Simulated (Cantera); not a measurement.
**Stirred combustor or abatement burner**

A perfectly stirred reactor is fed with CH4 : C2H6 : O2 : N2 : CO2 = 1 : 0.048 : 1.81 : 6.79 : 0.71 (molar parts), equivalence ratio 1.2, at 4.93 atm; it is adiabatic with a 650 K inlet, and is followed from long to short residence time, starting on the burning branch (τ in s: 0.13, 0.05, 0.019, 0.0075, 0.0029, 0.0011, 0.00044, 0.00017, 6.7e-05).

Cantera simulation using GRI-Mech 3.0 (53 species, 325 reactions); the numbers are that mechanism's predictions, not measurements.

```csv
τ (s),T (K),x CH4,x C2H6,x O2,x NO2,x OH
0.13,2239,6.07e-6,6.83e-9,0.000119,1.29e-8,0.000824
0.050,2236,1.19e-5,1.72e-8,0.000188,1.58e-8,0.000958
0.019,2232,2.09e-5,4.27e-8,0.000331,2.08e-8,0.00119
0.0075,2224,3.35e-5,9.96e-8,0.000593,2.79e-8,0.00154
0.0029,2212,5.41e-5,2.32e-7,0.00108,3.71e-8,0.00202
0.0011,2193,9.22e-5,5.40e-7,0.00197,4.65e-8,0.00263
0.00044,2167,0.000165,1.21e-6,0.00338,5.22e-8,0.00324
0.00017,2127,0.000339,2.92e-6,0.00585,5.09e-8,0.00372
6.7e-5,2067,0.000896,8.70e-6,0.0108,3.97e-8,0.00346
```
x: mole fraction; the columns are a selection and need not sum to one.
